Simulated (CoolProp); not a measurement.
Vapour-liquid equilibrium of n-pentane (1) + benzene (2) at 98.75 °C; x and y are mole fractions of (1).

Values from CoolProp's multi-fluid Helmholtz-energy mixture model, Thol 2019 and Thol 2012; pair parameters Bell 2016.

| x | bubble pressure, mixture model (MPa) | bubble pressure, Raoult's law (MPa) | y, mixture model | y, Raoult's law |
|---|---|---|---|---|
| 0.05 | 0.2081 | 0.1943 | (withheld) | 0.148 |
| 0.2 | (withheld) | 0.2546 | (withheld) | 0.453 |
| 0.35 | (withheld) | 0.3150 | 0.641 | 0.641 |
| 0.5 | (withheld) | 0.3754 | 0.741 | 0.768 |
| 0.65 | 0.4615 | 0.4357 | (withheld) | 0.860 |
| 0.8 | 0.5105 | 0.4961 | 0.899 | 0.930 |
| 0.95 | 0.5599 | 0.5564 | (withheld) | 0.984 |

Problem. Complete the blanks.

Solution. 
- 0.05, y, mixture model: 0.195
- 0.2, bubble pressure, mixture model (MPa): 0.2911
- 0.2, y, mixture model: 0.492
- 0.35, bubble pressure, mixture model (MPa): 0.3559
- 0.5, bubble pressure, mixture model (MPa): 0.4109
- 0.65, y, mixture model: 0.823
- 0.95, y, mixture model: 0.974

The largest gap from Raoult's law is +14.3 % in bubble pressure, at x = 0.2. No azeotrope shows between x = 0.05 and 0.95.

Pair parameters are fitted to limited data, so mixtures are less certain than the pure fluids.
